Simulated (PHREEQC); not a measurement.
0.5 mol of Vivianite (Fe3(PO4)2:8H2O) is brought to equilibrium with 1 kg of water, at 25 °C under several pressures of CO2. No oxygen is let in. Only these solids could form: Vivianite, Siderite.

The numbers come from PHREEQC with the ion-association model, phreeqc.dat.

**Question.** Predict dissolved Fe (mol/kgw), dissolved P (mol/kgw), CO2 (mol/kgw), Fe+2 (mol/kgw) at log pCO2 (atm) = -5, -4.5, -3, -2.

**Answer.** 
```
log pCO2 (atm)  dissolved Fe (mol/kgw)  dissolved P (mol/kgw)  CO2 (mol/kgw)  Fe+2 (mol/kgw)
--------------  ----------------------  ---------------------  -------------  --------------
-5                             7.23e-6                4.82e-6        3.40e-7         7.04e-6
-4.5                           1.03e-5                6.86e-6        1.08e-6         1.01e-5
-3                             3.73e-5                2.49e-5        3.40e-5         3.63e-5
-2                            0.000101                6.76e-5       0.000340         9.64e-5
```

Species that the database lacks are ignored.
